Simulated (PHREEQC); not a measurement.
A PHREEQC input (ion-association model, phreeqc.dat):

```
SOLUTION 1
  temp 15
  units mg/kgw
  pH 6.89 charge
  pe 9
  Na 78.1
  K 76.7
  Ca 113
  Mg 27.7
  Cl 243
  S(6) 129 as SO4
  Alkalinity 207 as HCO3
  Br 3.34
END
USE solution 1
EQUILIBRIUM_PHASES 1
  Quartz 0 0.5
  CO2(g) -3.4 10
END
```

It stops with these messages:

```
ERROR: pH adustment cannot attain charge balance when alkalinity is fixed.
ERROR: Program terminating due to input errors.
```

The fault: pH asked from the charge balance while alkalinity is fixed. The line should read `pH 6.89` where the input has `pH 6.89 charge`. With the mend the run ends at pH 8.58 and ionic strength 0.0170 mol/kgw.
